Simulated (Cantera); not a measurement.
**Thermodynamics of boron, boron nitride and boron oxide, feed B + H2**

Charge: 1 mol B, 15 mol H2, at 0.188 Torr.

Cantera equilibrium calculation (NASA polynomials, part measured and part estimated; ideal gas, pure solids and liquids). Candidate condensed phases: B; 7 gas species. The tables' values for BH2 are old estimates; treat these amounts as uncertain. Equilibrium is a limit: real reactors are often held back by kinetics, nucleation or transport.

```json
[
 {"T (°C)": "1577", "x H2": "0.966", "x H": "0.0335", "x B": "3.58e-5", "x BH2": "0.000178", "x BH": "2.31e-6", "x BH3": "3.53e-7", "n B(s)": "0.997"},
 {"T (°C)": "1602", "x H2": "0.959", "x H": "0.0406", "x B": "5.78e-5", "x BH2": "0.000208", "x BH": "3.35e-6", "x BH3": "3.76e-7", "n B(s)": "0.996"},
 {"T (°C)": "1627", "x H2": "0.951", "x H": "0.0489", "x B": "9.23e-5", "x BH2": "0.000243", "x BH": "4.80e-6", "x BH3": "4.00e-7", "n B(s)": "0.995"},
 {"T (°C)": "1652", "x H2": "0.941", "x H": "0.0587", "x B": "0.000146", "x BH2": "0.000281", "x BH": "6.81e-6", "x BH3": "4.23e-7", "n B(s)": "0.993"},
 {"T (°C)": "1677", "x H2": "0.930", "x H": "0.0699", "x B": "0.000227", "x BH2": "0.000324", "x BH": "9.57e-6", "x BH3": "4.45e-7", "n B(s)": "0.991"},
 {"T (°C)": "1702", "x H2": "0.916", "x H": "0.0828", "x B": "0.000350", "x BH2": "0.000371", "x BH": "1.33e-5", "x BH3": "4.66e-7", "n B(s)": "0.989"},
 {"T (°C)": "1727", "x H2": "0.901", "x H": "0.0976", "x B": "0.000533", "x BH2": "0.000422", "x BH": "1.83e-5", "x BH3": "4.85e-7", "n B(s)": "0.985"},
 {"T (°C)": "1752", "x H2": "0.884", "x H": "0.114", "x B": "0.000804", "x BH2": "0.000477", "x BH": "2.50e-5", "x BH3": "5.02e-7", "n B(s)": "0.979"},
 {"T (°C)": "1777", "x H2": "0.865", "x H": "0.133", "x B": "0.00120", "x BH2": "0.000535", "x BH": "3.38e-5", "x BH3": "5.17e-7", "n B(s)": "0.972"},
 {"T (°C)": "1802", "x H2": "0.843", "x H": "0.155", "x B": "0.00177", "x BH2": "0.000597", "x BH": "4.52e-5", "x BH3": "5.29e-7", "n B(s)": "0.961"},
 {"T (°C)": "1827", "x H2": "0.818", "x H": "0.178", "x B": "0.00260", "x BH2": "0.000661", "x BH": "6.00e-5", "x BH3": "5.37e-7", "n B(s)": "0.945"},
 {"T (°C)": "1852", "x H2": "0.791", "x H": "0.204", "x B": "0.00377", "x BH2": "0.000727", "x BH": "7.88e-5", "x BH3": "5.40e-7", "n B(s)": "0.923"}
]
```
x: gas mole fraction; n: condensed amount in mol.

From 1577 °C to 1852 °C the condensed part is B(s). The share of B in condensed phases is highest at 1577 °C (99.7 %) and lowest at 1852 °C (92.3 %).
